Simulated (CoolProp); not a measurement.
Vapour-liquid equilibrium of carbon dioxide (1) + n-butane (2) at 260.2 K; x and y are mole fractions of (1).

Computed with CoolProp (multi-fluid Helmholtz-energy mixture model, Span 1996 and Bücker 2006; pair parameters Kunz 2012).

```json
[
 {"x": "0.05", "bubble pressure (MPa)": "0.2793", "y at the bubble point": "0.776", "dew pressure at overall composition x (MPa)": "0.06479", "liquid density (mol/L)": "10.61"},
 {"x": "0.125", "bubble pressure (MPa)": "0.5992", "y at the bubble point": "0.894", "dew pressure at overall composition x (MPa)": "0.07046", "liquid density (mol/L)": "10.76"},
 {"x": "0.2", "bubble pressure (MPa)": "0.8856", "y at the bubble point": "0.928", "dew pressure at overall composition x (MPa)": "0.07719", "liquid density (mol/L)": "11.01"},
 {"x": "0.275", "bubble pressure (MPa)": "1.125", "y at the bubble point": "0.943", "dew pressure at overall composition x (MPa)": "0.08531", "liquid density (mol/L)": "11.37"},
 {"x": "0.35", "bubble pressure (MPa)": "1.316", "y at the bubble point": "0.952", "dew pressure at overall composition x (MPa)": "0.09529", "liquid density (mol/L)": "11.84"},
 {"x": "0.425", "bubble pressure (MPa)": "1.467", "y at the bubble point": "0.957", "dew pressure at overall composition x (MPa)": "0.1079", "liquid density (mol/L)": "12.41"},
 {"x": "0.5", "bubble pressure (MPa)": "1.589", "y at the bubble point": "0.961", "dew pressure at overall composition x (MPa)": "0.1242", "liquid density (mol/L)": "13.11"},
 {"x": "0.575", "bubble pressure (MPa)": "1.694", "y at the bubble point": "0.965", "dew pressure at overall composition x (MPa)": "0.1463", "liquid density (mol/L)": "13.95"},
 {"x": "0.65", "bubble pressure (MPa)": "1.794", "y at the bubble point": "0.968", "dew pressure at overall composition x (MPa)": "0.1779", "liquid density (mol/L)": "14.94"},
 {"x": "0.725", "bubble pressure (MPa)": "1.898", "y at the bubble point": "0.972", "dew pressure at overall composition x (MPa)": "0.2269", "liquid density (mol/L)": "16.13"},
 {"x": "0.8", "bubble pressure (MPa)": "2.012", "y at the bubble point": "0.977", "dew pressure at overall composition x (MPa)": "0.3131", "liquid density (mol/L)": "17.53"},
 {"x": "0.875", "bubble pressure (MPa)": "2.145", "y at the bubble point": "0.983", "dew pressure at overall composition x (MPa)": "0.5046", "liquid density (mol/L)": "19.19"},
 {"x": "0.95", "bubble pressure (MPa)": "2.305", "y at the bubble point": "0.992", "dew pressure at overall composition x (MPa)": "1.273", "liquid density (mol/L)": "21.16"}
]
```

No azeotrope shows between x = 0.05 and 0.95.

The pair parameters rest on a limited set of measurements; away from them the model extrapolates. With so large a gap from Raoult's law the liquid may split in two, which this calculation doesn't test in full.
